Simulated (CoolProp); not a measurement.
Computed with CoolProp (reference Helmholtz-energy equation of state, Lemmon 2006). It is a short technical equation, of lower accuracy than the large ones.

**Question.** For neopentane, give the phase and the density (kg/m³), cp (kJ/(kg K)), cv (kJ/(kg K)), isothermal compressibility (1/MPa) at 479.7 K and 1290 kPa.

**Answer.** 
- 479.7 K and 1290 kPa: gas; density 26.1, cp 2.60, cv 2.42, isothermal compressibility 0.872
